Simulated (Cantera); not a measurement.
A closed system holds: 1 mol MgO, 0.55 mol SO₃, 0.058 mol O₂, equilibrated at 0.120 bar.

Cantera equilibrium calculation (NASA polynomials, part measured and part estimated; ideal gas, pure solids and liquids). Candidate condensed phases: Mg, MgO, MgS, MgSO₄, S; 14 gas species. Mutual solubility and eutectic melting of coexisting phases are not modelled. Kinetics and transport are ignored.

x: gas mole fraction; n: condensed amount in mol.

```json
[
 {"T (K)": "700", "x O₂": "1.00", "x SO₂": "<1e-12", "x SO₃": "2.17e-11", "x O": "<1e-12", "x SO": "<1e-12", "n MgO(s)": "0.450", "n MgSO₄(s)": "0.550"},
 {"T (K)": "750", "x O₂": "1.00", "x SO₂": "1.73e-11", "x SO₃": "5.55e-10", "x O": "<1e-12", "x SO": "<1e-12", "n MgO(s)": "0.450", "n MgSO₄(s)": "0.550"},
 {"T (K)": "800", "x O₂": "1.00", "x SO₂": "7.87e-10", "x SO₃": "9.39e-9", "x O": "<1e-12", "x SO": "<1e-12", "n MgO(s)": "0.450", "n MgSO₄(s)": "0.550"},
 {"T (K)": "850", "x O₂": "1.00", "x SO₂": "2.26e-8", "x SO₃": "1.13e-7", "x O": "?", "x SO": "<1e-12", "n MgO(s)": "0.450", "n MgSO₄(s)": "0.550"},
 {"T (K)": "900", "x O₂": "1.000", "x SO₂": "4.43e-7", "x SO₃": "1.02e-6", "x O": "?", "x SO": "<1e-12", "n MgO(s)": "0.450", "n MgSO₄(s)": "0.550"},
 {"T (K)": "950", "x O₂": "1.000", "x SO₂": "6.29e-6", "x SO₃": "7.30e-6", "x O": "?", "x SO": "<1e-12", "n MgO(s)": "0.450", "n MgSO₄(s)": "0.550"},
 {"T (K)": "1000", "x O₂": "1.000", "x SO₂": "6.79e-5", "x SO₃": "4.25e-5", "x O": "?", "x SO": "<1e-12", "n MgO(s)": "0.450", "n MgSO₄(s)": "0.550"},
 {"T (K)": "1050", "x O₂": "0.999", "x SO₂": "0.000580", "x SO₃": "0.000207", "x O": "?", "x SO": "<1e-12", "n MgO(s)": "0.450", "n MgSO₄(s)": "0.550"},
 {"T (K)": "1100", "x O₂": "0.995", "x SO₂": "0.00405", "x SO₃": "0.000871", "x O": "?", "x SO": "<1e-12", "n MgO(s)": "0.450", "n MgSO₄(s)": "0.550"},
 {"T (K)": "1150", "x O₂": "0.973", "x SO₂": "0.0239", "x SO₃": "0.00321", "x O": "?", "x SO": "1.54e-11", "n MgO(s)": "0.452", "n MgSO₄(s)": "0.548"},
 {"T (K)": "1200", "x O₂": "0.862", "x SO₂": "0.127", "x SO₃": "0.0105", "x O": "?", "x SO": "3.26e-10", "n MgO(s)": "0.460", "n MgSO₄(s)": "0.540"},
 {"T (K)": "1250", "x O₂": "0.370", "x SO₂": "0.607", "x SO₃": "0.0223", "x O": "?", "x SO": "7.97e-9", "n MgO(s)": "1.00", "n MgSO₄(s)": "0"},
 {"T (K)": "1300", "x O₂": "0.372", "x SO₂": "0.612", "x SO₃": "0.0158", "x O": "?", "x SO": "2.45e-8", "n MgO(s)": "1.00", "n MgSO₄(s)": "0"}
]
```

Task: What belongs in the gaps?

Result: 
- 850, x O: 2.14e-12
- 900, x O: 1.55e-11
- 950, x O: 9.17e-11
- 1000, x O: 4.54e-10
- 1050, x O: 1.93e-9
- 1100, x O: 7.19e-9
- 1150, x O: 2.37e-8
- 1200, x O: 6.72e-8
- 1250, x O: 1.22e-7
- 1300, x O: 3.12e-7
